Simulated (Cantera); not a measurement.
Input (Python, Cantera) and output of one run.

```python
import numpy as np
import cantera as ct

gas_names = """
    Br Br2 H HBr H2 Si SiBr SiBr2 SiBr3 SiBr4 SiH SiHBr3 SiH2 SiH2Br2 SiH3 SiH3Br SiH4 Si2 Si3
""".split()
cond_names = """
    Br2(cr) Br2(L) Si(cr) Si(L)
""".split()


def load(file, names, dense=False):
    # The tables refer to 1 bar. Condensed volumes are neglected.
    table = {s.name: s for s in ct.Species.list_from_file(file)}
    out = []
    for n in names:
        d = dict(table[n].input_data)
        d["thermo"] = dict(d["thermo"], **{"reference-pressure": 1e5})
        if dense:
            d["equation-of-state"] = {"model": "constant-volume", "density": "1e6 g/cm^3"}
        out.append(ct.Species.from_dict(d))
    return out


gas = ct.Solution(thermo="ideal-gas", species=load("nasa_gas.yaml", gas_names))
cond = {s.name: ct.Solution(thermo="fixed-stoichiometry", species=[s], name=s.name)
        for s in load("nasa_condensed.yaml", cond_names, dense=True)}
atoms = {
    'Si': {'Si': 1},
    'HBr': {'H': 1, 'Br': 1},
}
top_T = {}  # K; cautious upper limits of use, not melting points


def equilibrate(T, P, feed):
    n = {}
    for name, mol in feed.items():
        for a, k in atoms[name].items():
            n[a] = n.get(a, 0.0) + k * mol
    gas.TPX = T, P, n
    mass = sum(n.values()) * gas.mean_molecular_weight
    gas.equilibrate("TP")
    valid = [c for c in cond.values() if c.min_temp <= T <= top_T.get(c.name, c.max_temp)]
    mix = ct.Mixture([(gas, mass / gas.mean_molecular_weight)] + [(c, 0.0) for c in valid])
    mix.T, mix.P = T, P
    mix.equilibrate("TP", solver="vcs", rtol=1e-11, max_steps=5000)
    return mix


results = []
feed = {'Si': 1, 'HBr': 15}  # mol
P = 1333.22  # Pa
for T in [600, 675, 750, 825, 900, 975, 1050, 1125, 1200, 1275]:
    mix = equilibrate(T, P, feed)
    results.append((T, P, feed, dict(zip(mix.species_names, mix.species_moles))))

top = {s: max(r[3][s] / sum(r[3][g] for g in gas_names) for r in results) for s in gas_names}
cols = sorted((s for s in top if top[s] > 1e-05), key=lambda s: -top[s])[:5]
seen = [c for c in cond_names if any(r[3].get(c, 0) > 1e-12 for r in results)]
print("log10 of partial pressures in bar; condensed amounts in mol")
print(f"{'T/K':>10s}" + "".join(f"{s[:9]:>10s}" for s in cols + seen))
for T, P, feed, n in results:
    ng = sum(n[g] for g in gas_names)
    print(f"{T:10.4g}" + "".join(f"{np.log10(max(n[s] / ng * P / 1e5, 1e-99)):10.3f}" for s in cols)
          + "".join(f"{n.get(c, 0):10.4g}" for c in seen))
```

Result:

```
log10 of partial pressures in bar; condensed amounts in mol
       T/K       HBr        H2     SiBr4     SiBr2        Br
       600    -1.980    -2.720    -3.021   -17.159   -11.292
       675    -1.980    -2.720    -3.021   -14.406    -9.838
       750    -1.980    -2.720    -3.021   -12.213    -8.671
       825    -1.980    -2.720    -3.021   -10.427    -7.715
       900    -1.980    -2.720    -3.021    -8.946    -6.916
       975    -1.980    -2.720    -3.022    -7.697    -6.238
      1050    -1.980    -2.720    -3.022    -6.632    -5.656
      1125    -1.980    -2.721    -3.025    -5.715    -5.150
      1200    -1.980    -2.724    -3.035    -4.925    -4.706
      1275    -1.979    -2.735    -3.068    -4.265    -4.308
```

Method: chemical equilibrium by Gibbs-energy minimisation in Cantera with the NASA 1993 tables (ideal gas, pure condensed phases). The tables' values for SiBr3 are old estimates; treat these amounts as uncertain.
